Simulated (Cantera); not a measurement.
Input: 1 mol C3H8, 0.01 mol NH3, 43 mol H2, at 14.0 bar.

These are equilibrium values from Cantera (NASA tables, ideal gas, pure condensed phases), not measurements of a reactor. Candidate condensed phases: C, C6H6, C7H8, C8H18; 92 gas species. The numbers say what is thermodynamically allowed, not how fast it happens.

**Question.** At 1425 K, list the 5 most abundant gas species with their mole fractions, and the condensed phases.

**Answer.** H2 0.952, CH4 0.0478, N2 0.000103, C2H4 2.81e-5, NH3 1.04e-5. Condensed: C(graphite).
